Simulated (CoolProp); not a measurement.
Vapour-liquid equilibrium of n-hexane (1) + m-xylene (2) at 0.00478 MPa; x and y are mole fractions of (1).

The numbers come from the multi-fluid Helmholtz-energy mixture model, Thol 2019 and Zhou 2012; pair parameters Bell 2016 in CoolProp.

### Question
Give the bubble temperature and the first vapour's composition at x = 0.05, 0.575, 0.8. Is there an azeotrope?

### Answer
x = 0.05: 41.6 °C, y = 0.453; x = 0.575: 2.3 °C, y = 0.975; x = 0.8: -1.4 °C, y = 0.988. No azeotrope shows between x = 0.05 and 0.95.

Pair parameters are fitted to limited data, so mixtures are less certain than the pure fluids.
